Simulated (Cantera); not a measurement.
**Silicon oxide and oxynitride deposition: SiCl4 + N2O + N2 + O3**

Feed: 1 mol SiCl4, 0.23 mol N2O, 78 mol N2, 5 mol O3, at 100000 Pa.

Equilibrium computed with Cantera from the NASA thermochemical tables; the gas is ideal and each condensed phase is pure. Candidate condensed phases: Si, SiO2, Si2N2O, Si3N4; 23 gas species. The tables hold silica as quartz up to 1696 K and as liquid above; real silica turns to tridymite and cristobalite and melts near 1996 K. Rates play no part.

```
T (K)   x N2    x O2   x Cl2      x Cl      x NO    x ClO    x NO2  n SiO2(α-quartz)  n SiO2(β-quartz)
-----  -----  ------  ------  --------  --------  -------  -------  ----------------  ----------------
648    0.901  0.0762  0.0230   1.84e-8   5.14e-8  1.33e-9  7.47e-8              1.00                 0
723    0.901  0.0762  0.0230   1.97e-7   2.99e-7  9.36e-9  1.41e-7              1.00                 0
798    0.901  0.0762  0.0230   1.35e-6   1.25e-6  4.58e-8  2.37e-7              1.00                 0
873    0.901  0.0762  0.0230   6.72e-6   4.07e-6  1.71e-7  3.65e-7                 0              1.00
948    0.901  0.0762  0.0230   2.60e-5   1.10e-5  5.17e-7  5.25e-7                 0              1.00
1023   0.901  0.0762  0.0230   8.24e-5   2.58e-5  1.33e-6  7.17e-7                 0              1.00
1098   0.901  0.0761  0.0229  0.000224   5.37e-5  3.01e-6  9.39e-7                 0              1.00
1173   0.901  0.0761  0.0228  0.000534  0.000102  6.12e-6  1.19e-6                 0              1.00
1248   0.900  0.0760  0.0224   0.00115  0.000179  1.14e-5  1.46e-6                 0              1.00
1323   0.900  0.0759  0.0219   0.00224  0.000295  1.96e-5  1.76e-6                 0              1.00
1398   0.899  0.0758  0.0209   0.00405  0.000460  3.15e-5  2.07e-6                 0              1.00
```
x: gas mole fraction; n: condensed amount in mol.

From 648 K to 798 K the condensed part is SiO2(α-quartz). From 873 K to 1398 K the condensed part is SiO2(β-quartz).
